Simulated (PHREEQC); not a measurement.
Solution (50 °C): 0.016 mol/kgw CsOH, 0.00087 mol/kgw NaAlO2 and 0.11 mol/kgw (CH3)4NCl. Closed to the air; pH follows from the charge balance.

The numbers come from PHREEQC with the ion-association model, wateq4f.dat.

```json
[
 {"quantity": "pH", "before": "11.35", "after": "11.62"},
 {"quantity": "ionic strength (mol/kgw)", "before": "0.127", "after": "0.127"},
 {"quantity": "SI of Halite (NaCl)", "before": "-5.91", "after": "-5.88"}
]
```

### Question
Which change was made?
A) temperature from 50 to 55 °C
B) NaAlO2 replaced by Na2CO3 at the same molality
C) NaAlO2 from 0.00087 to 8.7e-05 mol/kgw
D) temperature from 50 to 40 °C
E) 0.0053 mol/kgw CsCl added

### Answer
D, temperature from 50 to 40 °C

Precipitation was switched off in this run. (CH3)4N+ isn't in the database: it is added as a free cation with an ion size of 4 Å. Constants without temperature data keep their 25 °C values here.
